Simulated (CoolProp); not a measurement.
Saturation properties of the fluoroketone C6F12O (FK-5-1-12).

The numbers come from the reference Helmholtz-energy equation of state, McLinden 2015 in CoolProp.

| T (K) | p (kPa) | liquid density (kg/m³) | vapour density (kg/m³) | liquid cp (kJ/(kg K)) |
|---|---|---|---|---|
| 212.6 | 0.1541 | 1841 | 0.02756 | 1.106 |
| 219.1 | 0.2868 | 1823 | 0.04980 | 1.102 |
| 225.6 | 0.5106 | 1806 | 0.08614 | 1.098 |
| 232.1 | 0.8728 | 1789 | 0.1432 | 1.094 |
| 238.7 | 1.449 | 1771 | 0.2314 | 1.092 |
| 245.2 | 2.308 | 1753 | 0.3591 | 1.090 |
| 251.7 | 3.565 | 1735 | 0.5414 | 1.089 |
| 258.2 | 5.358 | 1717 | 0.7948 | 1.089 |
| 264.7 | 7.850 | 1699 | 1.139 | 1.090 |
| 271.2 | 11.24 | 1681 | 1.596 | 1.091 |

It boils at 322.2 K under 1 atm.
